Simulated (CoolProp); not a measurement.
A closed Brayton cycle with dry air: compressor inlet 331.15 K and 4.7 MPa, high pressure 9.45 MPa, turbine inlet 910 K, compressor efficiency 0.85, turbine efficiency 0.9, recuperator effectiveness 0.9 (on enthalpy, no pinch check). Each further row changes one setting.

The numbers come from the reference Helmholtz-energy equation of state, Lemmon 2000 in CoolProp. It is a pseudo-pure fit of the blend.

```tsv
case	thermal efficiency (%)	net work (kJ/kg)	compressor to turbine work	compressor exit (K)	turbine exit (K)
as stated	33.8	66.1	0.57	417.8	774.2
turbine inlet 860 K	31.6	57.6	0.60	417.8	730.5
compressor inlet 341.15 K	32.6	63.3	0.59	430.3	774.2
high pressure 8.03 MPa	32.8	54.7	0.54	396.1	804.1
recuperator effectiveness 0.5	19.0	66.1	0.57	417.8	774.2
```
